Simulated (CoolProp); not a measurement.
R1336mzz(Z) along the isobar 12.7 MPa: Z from the reference equation and from simpler models built on Tc = 171.3 °C, pc = 2.904 MPa, ω = 0.386; each cubic takes its own stable root.

Model: reference Helmholtz-energy equation of state, McLinden 2020, in CoolProp.

```
T (°C)   phase  reference
------  ------  ---------
16.75   liquid     0.6084
26.55   liquid     0.5977
36.25   liquid     0.5882
46.05   liquid     0.5796
55.75   liquid     0.5720
65.55   liquid     0.5652
75.35   liquid     0.5593
85.05   liquid     0.5544
94.85   liquid     0.5502
```

### Question
How far does each simpler model (Redlich-Kwong, Soave-Redlich-Kwong) lie from the reference over these 9 states: mean and median of the absolute difference, and the worst?

### Answer
- Redlich-Kwong: mean 19.3 %, median 19.3 %, worst +20.1 % at 16.75 °C and 12.7 MPa
- Soave-Redlich-Kwong: mean 15.2 %, median 15.1 %, worst +16.0 % at 16.75 °C and 12.7 MPa
